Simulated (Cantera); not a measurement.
Input (Python, Cantera) and output of one run.

```python
import numpy as np
import cantera as ct

gas_names = """
    H HNO HNO2 HNO3 HO2 H2 H2O H2O2 N NH NH2 NH3 NH2OH NO NO2 NO3 N2 N2H2 N2H4 N2O O OH O2 O3 Si SiH
    SiH2 SiH3 SiH4 SiN SiO SiO2 Si2 Si2N Si3
""".split()
cond_names = """
    H2O(s) H2O(L) Si(cr) Si(L) SiO2(Lqz) SiO2(hqz) SiO2(L) Si2N2O(s) Si3N4(a)
""".split()


def load(file, names, dense=False):
    # The tables refer to 1 bar. Condensed volumes are neglected.
    table = {s.name: s for s in ct.Species.list_from_file(file)}
    out = []
    for n in names:
        d = dict(table[n].input_data)
        d["thermo"] = dict(d["thermo"], **{"reference-pressure": 1e5})
        if dense:
            d["equation-of-state"] = {"model": "constant-volume", "density": "1e6 g/cm^3"}
        out.append(ct.Species.from_dict(d))
    return out


gas = ct.Solution(thermo="ideal-gas", species=load("nasa_gas.yaml", gas_names))
cond = {s.name: ct.Solution(thermo="fixed-stoichiometry", species=[s], name=s.name)
        for s in load("nasa_condensed.yaml", cond_names, dense=True)}
atoms = {
    'Si': {'Si': 1},
    'N2O': {'N': 2, 'O': 1},
    'H2': {'H': 2},
}
top_T = {'Si2N2O(s)': 2100, 'Si3N4(a)': 2400}  # K; cautious upper limits of use, not melting points


def equilibrate(T, P, feed):
    n = {}
    for name, mol in feed.items():
        for a, k in atoms[name].items():
            n[a] = n.get(a, 0.0) + k * mol
    gas.TPX = T, P, n
    mass = sum(n.values()) * gas.mean_molecular_weight
    gas.equilibrate("TP")
    valid = [c for c in cond.values() if c.min_temp <= T <= top_T.get(c.name, c.max_temp)]
    mix = ct.Mixture([(gas, mass / gas.mean_molecular_weight)] + [(c, 0.0) for c in valid])
    mix.T, mix.P = T, P
    mix.equilibrate("TP", solver="vcs", rtol=1e-11, max_steps=5000)
    return mix


results = []
feed = {'Si': 1, 'N2O': 0.66, 'H2': 560}  # mol
T = 1623.15  # K
for P in [0.1, 0.75, 5.6, 42, 320, 2400, 18000, 130000, 1000000]:
    mix = equilibrate(T, P, feed)
    results.append((T, P, feed, dict(zip(mix.species_names, mix.species_moles))))

top = {s: max(r[3][s] / sum(r[3][g] for g in gas_names) for r in results) for s in gas_names}
cols = sorted((s for s in top if top[s] > 1e-05), key=lambda s: -top[s])[:6]
seen = [c for c in cond_names if any(r[3].get(c, 0) > 1e-12 for r in results)]
print("log10 of partial pressures in bar; condensed amounts in mol")
print(f"{'P/Pa':>10s}" + "".join(f"{s[:9]:>10s}" for s in cols + seen))
for T, P, feed, n in results:
    ng = sum(n[g] for g in gas_names)
    print(f"{P:10.4g}" + "".join(f"{np.log10(max(n[s] / ng * P / 1e5, 1e-99)):10.3f}" for s in cols)
          + "".join(f"{n.get(c, 0):10.4g}" for c in seen))
```

Result:

```
log10 of partial pressures in bar; condensed amounts in mol
      P/Pa        H2         H        N2       SiO        Si       H2O    Si(cr) SiO2(hqz) Si2N2O(s)
       0.1    -6.031    -7.175    -8.945    -8.945    -9.234   -15.111         0         0         0
      0.75    -5.137    -6.728    -8.060    -8.060    -8.351   -14.215         0         0         0
       5.6    -4.257    -6.288    -7.184    -7.184    -7.480   -13.329         0         0         0
        42    -3.379    -5.849    -6.307    -6.307    -6.804   -12.251    0.1155         0         0
       320    -2.496    -5.408    -5.425    -5.425    -6.804   -10.485    0.3053         0         0
      2400    -1.621    -4.970    -4.550    -4.550    -6.804    -8.735    0.3315         0         0
   1.8e+04    -0.745    -4.532    -3.985    -3.985    -7.051    -7.048         0         0    0.3376
   1.3e+05     0.113    -4.103    -3.196    -3.274    -8.551    -3.978         0         0    0.3853
     1e+06     1.000    -3.660    -2.471    -3.507    -9.043    -2.833         0     0.046    0.4683
```

These are equilibrium values from Cantera (NASA tables, ideal gas, pure condensed phases), not measurements of a reactor. Mutual solubility and eutectic melting of coexisting phases are not modelled. The tables hold silica as quartz up to 1696 K and as liquid above; real silica turns to tridymite and cristobalite and melts near 1996 K.
